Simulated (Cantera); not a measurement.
A closed system holds: 1 mol Si, 1.6 mol HCl, 1.6 mol N2, held at 525 K and 1.00 mbar.

Equilibrium computed with Cantera from the NASA thermochemical tables; the gas is ideal and each condensed phase is pure. Candidate condensed phases: NH4Cl, Si, Si3N4; 28 gas species. N2 is the only nitrogen source here; it is nearly inert below about 1500 K, so the nitride shown seldom forms there in practice. Equilibrium is a limit: real reactors are often held back by kinetics, nucleation or transport.

Base state: N2 0.456, H2 0.223, HCl 0.209, SiCl4 0.112, NH3 1.27e-5 (mole fractions); condensed: Si3N4(s).

Task: What changes in the equilibrium state with this change: temperature from 525 K to 1250 K?

Result: 
| species | before | after |
|---|---|---|
| N2 | 0.456 | 0.416 |
| HCl | 0.209 | 0.397 |
| H2 | 0.223 | 0.118 |
| SiCl4 | 0.112 | 0.0440 |
| SiCl2 | <1e-9 | 0.0152 |
| SiCl3 | <1e-9 | 0.00965 |
| Cl | <1e-9 | 1.51e-5 |
| NH3 | 1.27e-5 | 3.99e-9 |
| Si3N4(s), mol | 0.243 | 0.275 |
The tables' values for SiCl3 are old estimates; treat these amounts as uncertain.
